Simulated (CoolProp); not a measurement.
Values from CoolProp's reference Helmholtz-energy equation of state, Fiedler 2023.

Q: For tetrahydrofuran, give the phase and the Joule-Thomson coefficient (K/MPa), isothermal compressibility (1/MPa), expansivity (1/kK), fugacity coefficient at 42.85 °C and 2.98 MPa; 258.45 °C and 3.09 MPa.

A: 
- 42.85 °C and 2.98 MPa: liquid; Joule-Thomson coefficient -0.386, isothermal compressibility 0.00112, expansivity 1.28, fugacity coefficient 0.0163
- 258.45 °C and 3.09 MPa: gas; Joule-Thomson coefficient 10.7, isothermal compressibility 0.478, expansivity 5.09, fugacity coefficient 0.794
